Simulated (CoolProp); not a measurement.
Dodecamethylpentasiloxane (MD3M) along the isotherm 346.85 °C: density (kg/m³) from the reference equation and from simpler models built on Tc = 354.9 °C, pc = 0.9540 MPa, ω = 0.730; each cubic takes its own stable root.

The numbers come from the reference Helmholtz-energy equation of state, Thol 2019 in CoolProp.

| p (MPa) | phase | reference | van der Waals | Peng-Robinson |
|---|---|---|---|---|
| 0.13 | gas | [?] | [?] | 10.28 |
| 0.26 | gas | 21.89 | 21.34 | 21.94 |
| 0.39 | gas | 35.43 | [?] | 35.51 |
| 0.52 | gas | 51.86 | 48.57 | 51.90 |
| 0.65 | gas | 73.39 | 66.47 | 73.08 |
| 0.781 | gas | 107.7 | 91.22 | 105.5 |
| 0.911 | liquid | [?] | 235.1 | 359.6 |
| 1.04 | liquid | 441.8 | 273.3 | 388.7 |
| 1.17 | liquid | 455.0 | 289.8 | 408.2 |
| 1.3 | liquid | 465.0 | 301.2 | 423.3 |
| 1.43 | liquid | 473.1 | 310.2 | [?] |

Fill in the missing entries.


- 0.13, reference: 10.26
- 0.13, van der Waals: 10.14
- 0.39, van der Waals: 33.94
- 0.911, reference: 421.3
- 1.43, Peng-Robinson: 435.8
